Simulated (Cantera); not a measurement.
A perfectly stirred reactor is fed with CH4 : C2H6 : C3H8 : O2 : N2 = 1 : 1.1 : 0.053 : 5.1 : 56.1 (molar parts), equivalence ratio 1.2, at 8.29 atm; it is adiabatic with a 650 K inlet, and is followed from long to short residence time, starting on the burning branch (τ in s: 0.023, 0.013, 0.0072, 0.004, 0.0022, 0.0012, 0.00068, 0.00038, 0.00021, 0.00012, 6.5e-05).

Cantera simulation using GRI-Mech 3.0 (53 species, 325 reactions); the numbers are that mechanism's predictions, not measurements.

**Question.** Predict: blow-out, bracketed by the residence times tried; x(CH4) at τ = 23.0 ms; x(C2H6) at τ = 23.0 ms; x(C3H8) at τ = 23.0 ms; x(CH3) at τ = 23.0 ms; x(CH2CO) at τ = 23.0 ms; x(CH4) at τ = 1.20 ms; x(C2H6) at τ = 1.20 ms; x(C3H8) at τ = 1.20 ms.

**Answer.** 
| Quantity | Value |
|---|---|
| blow-out, bracketed by the residence times tried | burning at 4.00 ms, out at 2.20 ms |
| x(CH4) at τ = 23.0 ms | 0.00132 |
| x(C2H6) at τ = 23.0 ms | 7.16e-5 |
| x(C3H8) at τ = 23.0 ms | 1.64e-6 |
| x(CH3) at τ = 23.0 ms | 3.27e-5 |
| x(CH2CO) at τ = 23.0 ms | 5.71e-5 |
| x(CH4) at τ = 1.20 ms | 0.0158 |
| x(C2H6) at τ = 1.20 ms | 0.0174 |
| x(C3H8) at τ = 1.20 ms | 0.000837 |
